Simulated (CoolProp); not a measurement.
p-xylene along the isotherm 264.95 °C: fugacity coefficient from the reference equation and from simpler models built on Tc = 343.0 °C, pc = 3.532 MPa, ω = 0.324; each cubic takes its own stable root.

The numbers come from the reference Helmholtz-energy equation of state, Zhou 2012 in CoolProp.

| p (MPa) | phase | reference | van der Waals | Soave-Redlich-Kwong | Peng-Robinson |
|---|---|---|---|---|---|
| 0.552 | gas | 0.9088 | ? | 0.9171 | 0.9109 |
| 1.1 | gas | 0.8186 | 0.8726 | 0.8355 | 0.8244 |
| 1.66 | liquid | 0.6054 | 0.8065 | 0.6341 | 0.6174 |
| 2.21 | liquid | 0.4646 | 0.7035 | 0.4888 | 0.4744 |
| 2.76 | liquid | 0.3801 | 0.5848 | ? | 0.3886 |
| 3.31 | liquid | 0.3238 | 0.5059 | 0.3434 | 0.3314 |
| 3.86 | liquid | ? | 0.4497 | 0.3020 | 0.2905 |
| 4.41 | liquid | 0.2536 | 0.4078 | 0.2710 | 0.2600 |
| 4.97 | liquid | 0.2299 | 0.3749 | 0.2466 | 0.2359 |
| 5.52 | liquid | 0.2114 | 0.3494 | 0.2275 | 0.2170 |
| 6.07 | liquid | 0.1963 | 0.3288 | 0.2120 | 0.2017 |
| 6.62 | liquid | 0.1837 | 0.3118 | 0.1991 | ? |
| 7.17 | liquid | ? | 0.2977 | 0.1883 | 0.1782 |
| 7.73 | liquid | ? | 0.2856 | 0.1790 | 0.1689 |
| 8.28 | liquid | 0.1563 | 0.2756 | 0.1711 | 0.1610 |
| 8.83 | liquid | 0.1496 | 0.2670 | 0.1643 | 0.1542 |

Task: Complete the blanks.

Result: 
- 0.552, van der Waals: 0.9361
- 2.76, Soave-Redlich-Kwong: 0.4015
- 3.86, reference: 0.2836
- 6.62, Peng-Robinson: 0.1889
- 7.17, reference: 0.1732
- 7.73, reference: 0.1641

At some of these states van der Waals gives the other phase, because its saturation line lies elsewhere.
